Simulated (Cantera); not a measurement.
# Equilibrium for hydrogen reduction and annealing atmospheres: V2O3 + H2

Input: 1 mol V2O3, a varied amount of H2, equilibrated at 2200 K and 10.0 mbar.

Equilibrium computed with Cantera from the NASA thermochemical tables; the gas is ideal and each condensed phase is pure. Candidate condensed phases: H2O, V, VO, V2O3, V2O4, V2O5; 12 gas species. VO: taken at fixed stoichiometry. Rates play no part.

```csv
n(H2) (mol),x H2,x H,x H2O,x VO,n VO(l)
190,0.937,0.0545,0.00411,0.00261,1.09
240,0.938,0.0545,0.00341,0.00261,0.889
300,0.938,0.0546,0.00291,0.00261,0.634
370,0.938,0.0546,0.00254,0.00261,0.324
450,0.939,0.0546,0.00227,0.00256,0
560,0.940,0.0546,0.00201,0.00204,0
690,0.941,0.0546,0.00177,0.00163,0
850,0.942,0.0546,0.00155,0.00130,0
1100,0.942,0.0547,0.00132,0.000969,0
1300,0.943,0.0547,0.00118,0.000795,0
1600,0.943,0.0547,0.00102,0.000617,0
2000,0.943,0.0547,0.000873,0.000465,0
2400,0.944,0.0547,0.000765,0.000366,0
```
x: gas mole fraction; n: condensed amount in mol.

From 190 mol H2 to 370 mol H2 the condensed part is VO(l). From 450 mol H2 to 2400 mol H2 nothing is condensed. The main V-bearing gas is VO at 190 mol H2 and V at 2400 mol H2.
